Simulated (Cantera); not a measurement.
Input: 1 mol Si, 5.4 mol CO2, 1.2 mol H2, equilibrated at 0.110 bar.

These are equilibrium values from Cantera (NASA tables, ideal gas, pure condensed phases), not measurements of a reactor. Candidate condensed phases: C, C6H6, C7H8, C8H18, H2O, Si, SiC, SiO2; 123 gas species. The tables hold silica as quartz up to 1696 K and as liquid above; real silica turns to tridymite and cristobalite and melts near 1996 K. Gases not in the tables: Si(OH)4. The numbers say what is thermodynamically allowed, not how fast it happens.

Which condensed phases are stable at each of these points (T (°C)): 875, 975, 1075, 1175, 1275, 1375, 1475, 1575, 1675, 1775?


| T (°C) | condensed phases | Si condensed (%) |
|---|---|---|
| 875 | SiO2(β-quartz) | 100.0 |
| 975 | SiO2(β-quartz) | 100.0 |
| 1075 | SiO2(β-quartz) | 100.0 |
| 1175 | SiO2(β-quartz) | 100.0 |
| 1275 | SiO2(β-quartz) | 100.0 |
| 1375 | SiO2(β-quartz) | 100.0 |
| 1475 | SiO2(condensed) | 100.0 |
| 1575 | SiO2(condensed) | 100.0 |
| 1675 | SiO2(condensed) | 99.9 |
| 1775 | SiO2(l) | 99.8 |

From 875 °C to 1375 °C the condensed part is SiO2(β-quartz). From 1475 °C to 1675 °C the condensed part is SiO2(condensed). At 1775 °C the condensed part is SiO2(l).
